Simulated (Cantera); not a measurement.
Charge: 1 mol SiH2Cl2, 0.0062 mol C3H8, 72 mol H2, at 1773 K and 1330 Pa.

These are equilibrium values from Cantera (NASA tables, ideal gas, pure condensed phases), not measurements of a reactor. Candidate condensed phases: C, C6H6, C7H8, C8H18, Si, SiC; 109 gas species. Mutual solubility and eutectic melting of coexisting phases are not modelled. The tables' values for SiCl are old estimates; treat these amounts as uncertain. Gases not in the tables: Si2H6 and higher silanes. Rates play no part.

Base state: H2 0.972, HCl 0.0233, H 0.00243, SiCl2 0.00179, Si 0.000160, Cl 4.47e-5, SiCl 4.44e-5, SiH2 2.40e-5 (mole fractions); condensed: Si(l) + SiC(s).

What changes in the equilibrium state with this change: H2 from 72 to 47 mol?


```
species       before    after
-----------  -------  -------
H2             0.972    0.960
HCl           0.0233   0.0332
SiCl2        0.00179  0.00369
Cl           4.47e-5  6.42e-5
SiCl         4.44e-5  6.37e-5
SiH2         2.40e-5  2.37e-5
SiH          2.25e-5  2.23e-5
H            0.00243  0.00241
Si(l), mol     0.829    0.786
SiC(s), mol   0.0185   0.0185
```
